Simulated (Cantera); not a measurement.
Feed: 1 mol SiH₄, 0.48 mol H₂O, 100 mol N₂, at 0.113 Torr.

These are equilibrium values from Cantera (NASA tables, ideal gas, pure condensed phases), not measurements of a reactor. Candidate condensed phases: H₂O, Si, SiO₂, Si₂N₂O, Si₃N₄; 35 gas species. N₂ is the only nitrogen source here; it is nearly inert below about 1500 K, so the nitride shown seldom forms there in practice. Rates play no part. All values below are at 975 K.

Base state: N₂ 0.976, H₂ 0.0243 (mole fractions); condensed: Si₂N₂O(s) + Si₃N₄(s).

Question: What changes in the equilibrium state with this change: SiH₄ replaced by Si₂H₆?

Answer: 
```
species         before   after
--------------  ------  ------
N₂               0.976   0.966
H₂              0.0243  0.0340
Si₂N₂O(s), mol   0.480   0.480
Si₃N₄(s), mol   0.0133   0.347
```
The feed counts by its element totals alone.
